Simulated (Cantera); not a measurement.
## Premixed flame

A freely propagating, adiabatic, planar premixed flame of CH4 : H2 : O2 : N2 : H2O = 1 : 0.49 : 1.87 : 5.99 : 1.7 (molar parts), unburnt at 350 K and 1.80 bar; mixture-averaged transport, grid criteria slope 0.08 and curve 0.16, no radiation.

Detailed kinetics in Cantera: GRI-Mech 3.0 (53 species, 325 reactions). Burning velocities carry a grid error of a few per cent, more on coarse grids.

| z (mm) | T (K) | u (m/s) | x CH4 | x H2 | x O2 | x C2H2 | x N2O | x NO2 |
|---|---|---|---|---|---|---|---|---|
| -1.15 | 350 | 0.282 | 0.0905 | 0.0442 | 0.169 | <1e-8 | <1e-8 | <1e-8 |
| -0.766 | 354 | 0.285 | 0.0903 | 0.0440 | 0.169 | 1.07e-7 | <1e-8 | <1e-8 |
| -0.575 | 371 | 0.299 | 0.0895 | 0.0436 | 0.168 | 8.98e-7 | <1e-8 | 3.96e-8 |
| -0.383 | 487 | 0.394 | 0.0837 | 0.0430 | 0.161 | 1.16e-5 | <1e-8 | 3.91e-7 |
| -0.192 | 996 | 0.814 | 0.0558 | 0.0423 | 0.119 | 0.000113 | 1.14e-8 | 7.23e-7 |
| -0.0958 | 1408 | 1.16 | 0.0300 | 0.0421 | 0.0769 | 0.000269 | 2.58e-8 | 1.21e-7 |
| 0 | 1768 | 1.46 | 0.00705 | 0.0405 | 0.0321 | 0.000494 | 4.00e-8 | <1e-8 |
| 0.0958 | 1915 | 1.58 | 0.000554 | 0.0372 | 0.00931 | 0.000157 | 3.98e-8 | <1e-8 |
| 0.192 | 1956 | 1.61 | 2.96e-5 | 0.0360 | 0.00320 | 1.65e-5 | 3.56e-8 | <1e-8 |
| 0.383 | 1991 | 1.63 | 1.95e-7 | 0.0363 | 0.00114 | 2.76e-7 | 2.78e-8 | <1e-8 |
| 0.766 | 2020 | 1.65 | <1e-8 | 0.0363 | 0.000490 | <1e-8 | 1.91e-8 | <1e-8 |
| 1.53 | 2041 | 1.67 | <1e-8 | 0.0362 | 0.000176 | <1e-8 | 1.16e-8 | <1e-8 |
| 3.07 | 2053 | 1.67 | <1e-8 | 0.0361 | 5.33e-5 | <1e-8 | <1e-8 | <1e-8 |
x: mole fraction of selected species; z is measured from the peak of heat release.

| Property | Value |
|---|---|
| laminar burning velocity | 28.2 cm/s |
| thermal thickness | 0.383 mm |
| peak x(C2H2) | 0.000495 |
| grid points | 147 |
